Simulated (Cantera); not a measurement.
A perfectly stirred reactor is fed with 7.99 % C₂H₄, 18.5 % O₂, 69.3 % N₂, 4.23 % CO₂, equivalence ratio 1.3, at 10.0 bar; it is adiabatic with a 775 K inlet, and is followed from long to short residence time, starting on the burning branch (τ in s: 0.33, 0.12, 0.041, 0.014, 0.005, 0.0018, 0.00062, 0.00022, 7.7e-05, 2.7e-05, 9.5e-06, 3.3e-06).

Model: GRI-Mech 3.0 (53 species, 325 reactions), integrated in Cantera. GRI-Mech 3.0 was tuned for natural gas; its chemistry of ethylene as a main component is partial and can be far from experiment.

x: mole fraction; the columns are a selection and need not sum to one.

```tsv
τ (s)	T (K)	x C₂H₄	x O₂	x CO₂	x CO	x C₂H₆	x NO₂	x NO
0.33	2555	4.19e-8	0.000332	0.103	0.0884	<1e-12	9.60e-8	0.000913
0.12	2555	1.15e-7	0.000338	0.103	0.0884	<1e-12	9.65e-8	0.000912
0.041	2554	3.32e-7	0.000359	0.103	0.0885	1.39e-12	9.78e-8	0.000910
0.014	2552	9.37e-7	0.000415	0.102	0.0885	4.59e-12	1.02e-7	0.000904
0.0050	2548	2.43e-6	0.000551	0.102	0.0887	1.53e-11	1.11e-7	0.000894
0.0018	2538	(withheld)	(withheld)	0.102	0.0891	4.94e-11	(withheld)	0.000879
0.00062	2520	1.38e-5	0.00150	0.100	0.0899	1.54e-10	1.56e-7	0.000849
0.00022	2489	(withheld)	(withheld)	0.0984	0.0913	4.46e-10	1.85e-7	0.000784
7.7e-5	2442	6.89e-5	0.00471	0.0952	0.0936	1.37e-9	1.98e-7	0.000666
2.7e-5	2376	0.000164	0.00806	0.0903	0.0969	5.16e-9	1.80e-7	0.000498
9.5e-6	2285	0.000451	0.0141	0.0829	0.101	3.06e-8	1.29e-7	0.000305
3.3e-6	2078	0.00244	0.0342	0.0663	0.106	1.19e-6	4.58e-8	6.86e-5
```

### Question
Complete the blanks.

### Answer

- 0.0018, x C₂H₄: 5.86e-6
- 0.0018, x O₂: 0.000855
- 0.0018, x NO₂: 1.28e-7
- 0.00022, x C₂H₄: 3.06e-5
- 0.00022, x O₂: 0.00268
